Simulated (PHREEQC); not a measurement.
NaCl is added in steps, without added water, to 1 kg of water holding 140 mmol/kgw ZnCl2, 9.5 mmol/kgw KCl and 35 mmol/kgw FeSO4, at 18 °C. No oxygen is let in. CO2 from the air is kept out. Only these solids could form: Halite, Sylvite, Melanterite, Zn(OH)2(e).

Base run: PHREEQC, ion-association model, phreeqc.dat. Each further column changes one thing. The table gives NaSO4- (mol/kgw).

| NaCl added (mol) | base | temperature from 18 to 55 °C | temperature from 18 to 15 °C | ZnCl2 left out | no solid may form |
|---|---|---|---|---|---|
| 0 | 0 | 0 | 0 | 0 | 0 |
| 0.087 | 0.00128 | 0.00151 | 0.00126 | 0.00280 | 0.00128 |
| 0.1305 | 0.00191 | 0.00228 | 0.00189 | 0.00391 | 0.00191 |
| 0.2175 | 0.00317 | ___ | 0.00313 | 0.00577 | 0.00317 |
| 0.3045 | 0.00440 | 0.00524 | 0.00434 | 0.00732 | 0.00440 |
| 0.348 | 0.00500 | ___ | 0.00493 | 0.00800 | 0.00500 |
| 0.435 | 0.00617 | 0.00729 | 0.00608 | 0.00923 | 0.00617 |
| 0.522 | 0.00729 | 0.00857 | 0.00719 | 0.0103 | 0.00729 |
| 0.5655 | 0.00783 | ___ | 0.00773 | 0.0108 | 0.00783 |
| 0.6525 | 0.00888 | 0.0103 | 0.00876 | 0.0117 | 0.00888 |
| 0.7395 | 0.00989 | 0.0114 | 0.00975 | 0.0126 | 0.00989 |
| 0.783 | 0.0104 | ___ | 0.0102 | 0.0130 | 0.0104 |
| 0.87 | 0.0113 | 0.0128 | 0.0111 | ___ | 0.0113 |

Question: Fill in the missing entries.

Answer: 
- 0.2175, temperature from 18 to 55 °C: 0.00378
- 0.348, temperature from 18 to 55 °C: 0.00594
- 0.5655, temperature from 18 to 55 °C: 0.00917
- 0.783, temperature from 18 to 55 °C: 0.0119
- 0.87, ZnCl2 left out: 0.0137

The ionic strength passes 0.7 mol/kgw, the rough limit of the ion-association models, in part of: base; temperature from 18 to 55 °C; temperature from 18 to 15 °C; ZnCl2 left out; no solid may form. Constants without temperature data keep their 25 °C values here. Solids allowed in the column 'ZnCl2 left out': Halite, Sylvite, Melanterite.
